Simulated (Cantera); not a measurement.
Charge: 1 mol CH3Cl, 0.73 mol H2, held at 1025 K and 0.0133 bar.

Cantera equilibrium calculation (NASA polynomials, part measured and part estimated; ideal gas, pure solids and liquids). Candidate condensed phases: C, C6H6, C7H8, C8H18; 91 gas species. Kinetics and transport are ignored.

Base state: H2 0.633, HCl 0.366, CH4 0.000393 (mole fractions); condensed: C(graphite).

What changes in the equilibrium state with this change: CH3Cl replaced by c-C4F8?


| species | before | after |
|---|---|---|
| CF4 | 0 | 0.528 |
| HF | 0 | 0.472 |
| H2 | 0.633 | <1e-9 |
| HCl | 0.366 | 0 |
| CH4 | 0.000393 | <1e-9 |
| C(graphite), mol | 0.999 | 2.37 |
The feed counts by its element totals alone. Gases not in the tables: C2F6 and larger saturated fluorocarbons.
